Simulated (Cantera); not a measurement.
An isothermal, constant-pressure homogeneous reactor starts with H₂ : O₂ = 0.37 : 1 (molar parts), at 1175 K and 20.0 Torr.

Cantera simulation using the H2/O2 subset of GRI-Mech 3.0, which has no nitrogen chemistry; the numbers are that mechanism's predictions, not measurements. Radical loss at walls, strong at low pressure, is not modelled. The temperature is held fixed by assumption; the heat of reaction is taken as removed at once.

x: mole fraction; the columns are a selection and need not sum to one.

```
t (s)         x H₂   x O₂     x HO₂       x O     x H₂O       x H      x H₂O₂
--------  --------  -----  --------  --------  --------  --------  ----------
1.00e-6      0.270  0.730  2.23e-10  3.42e-12    <1e-12  2.20e-10      <1e-12
4.91e-6      0.270  0.730   1.10e-9  7.59e-11  1.84e-11   1.04e-9      <1e-12
2.41e-5      0.270  0.730   5.40e-9   1.46e-9   1.42e-9   5.33e-9    2.27e-12
0.000118     0.270  0.730   2.73e-8   5.80e-8   1.58e-7   1.26e-7    5.53e-11
0.000581     0.195  0.691   1.15e-5    0.0164    0.0535    0.0361  (withheld)
0.00285    0.00808  0.651   2.43e-5    0.0315     0.272    0.0284  (withheld)
0.0140    0.000358  0.686   9.57e-6   0.00128     0.311  0.000219  (withheld)
0.0688     1.38e-5  0.688   8.36e-7   5.33e-5     0.312   1.86e-6  (withheld)
0.338      1.30e-6  0.688   1.01e-7   5.42e-6     0.312   6.00e-8  (withheld)
1.66       1.92e-7  0.688   2.11e-8   8.27e-7     0.312   3.57e-9  (withheld)
8.15       3.71e-8  0.688   1.44e-8   1.62e-7     0.312  3.11e-10  (withheld)
40.0       1.76e-8  0.688   1.75e-8   7.56e-8     0.312  1.01e-10    8.15e-10
```

Question: Complete the blanks.

Answer: 
- 0.000581, x H₂O₂: 5.29e-7
- 0.00285, x H₂O₂: 1.14e-6
- 0.0140, x H₂O₂: 7.49e-7
- 0.0688, x H₂O₂: 1.51e-7
- 0.338, x H₂O₂: 3.13e-8
- 1.66, x H₂O₂: 6.72e-9
- 8.15, x H₂O₂: 1.58e-9
